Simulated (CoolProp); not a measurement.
Vapour-liquid equilibrium of n-heptane (1) + m-xylene (2) at 0.0181 bar; x and y are mole fractions of (1).

The numbers come from the multi-fluid Helmholtz-energy mixture model, Span 2003 and Zhou 2012; pair parameters Bell 2016 in CoolProp.

```csv
x,bubble temperature (K),y at the bubble point,dew temperature at overall composition x (K),liquid density (mol/L)
0.05,301.6,0.283,306.0,7.996
0.2,292.5,0.640,303.3,7.854
0.35,287.3,0.779,300.2,7.688
0.5,283.8,0.857,296.6,7.516
0.65,281.1,0.911,292.1,7.347
0.8,278.8,0.953,286.4,7.181
0.95,276.7,0.989,278.9,7.019
```

No azeotrope shows between x = 0.05 and 0.95.

The pair parameters rest on a limited set of measurements; away from them the model extrapolates.
